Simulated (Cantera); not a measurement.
Feed: 1 mol Si, 1.3 mol HF, 56 mol N2, 4.3 mol Cl2, held at 0.00190 bar.

Method: chemical equilibrium by Gibbs-energy minimisation in Cantera with the NASA 1993 tables (ideal gas, pure condensed phases). Candidate condensed phases: NH4Cl, Si, Si3N4; 49 gas species. The tables' values for SiCl3 are old estimates; treat these amounts as uncertain. The numbers say what is thermodynamically allowed, not how fast it happens.

Question: At 1127 °C, list the 6 most abundant gas species with their mole fractions, and the condensed phases.

Answer: N2 0.897, Cl 0.0579, HCl 0.0207, SiCl4 0.0108, Cl2 0.00789, SiF4 0.00517. Condensed: gas only.
